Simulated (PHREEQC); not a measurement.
Solution (90 °C): 170 mmol/kgw CuSO4 and 0.39 mmol/kgw HCl. Closed to the air; pH follows from the charge balance.

All values are PHREEQC results (ion-association model, phreeqc.dat), not measurements.

Each row changes one thing in this solution. This is a speciation only: nothing precipitates in the calculation.

```
case                                   pH  ionic strength (mol/kgw)  CuSO4 (mol/kgw)  Cu+2 (mol/kgw)  SO4-2 (mol/kgw)  HSO4- (mol/kgw)
-----------------------------------  ----  ------------------------  ---------------  --------------  ---------------  ---------------
as made                              3.87                     0.325           0.0877          0.0806           0.0806          0.00170
HCl from 0.00039 to 0.00195 mol/kgw     ?                     0.325           0.0875          0.0809           0.0801          0.00243
HCl left out                         3.90                     0.325           0.0877          0.0805           0.0807          0.00158
CuSO4 from 0.17 to 0.034 mol/kgw     3.97                    0.0769           0.0146          0.0191           0.0190                ?
CuSO4 from 0.17 to 0.34 mol/kgw      3.81                     0.620                ?           0.154            0.154          0.00276
0.012 mol/kgw HNO3 added             3.01                     0.332           0.0844          0.0854           0.0745           0.0111
```

Some entries are withheld; supply them.


- HCl from 0.00039 to 0.00195 mol/kgw, pH: 3.71
- CuSO4 from 0.17 to 0.034 mol/kgw, HSO4- (mol/kgw): 0.000500
- CuSO4 from 0.17 to 0.34 mol/kgw, CuSO4 (mol/kgw): 0.183

Constants without temperature data keep their 25 °C values here.
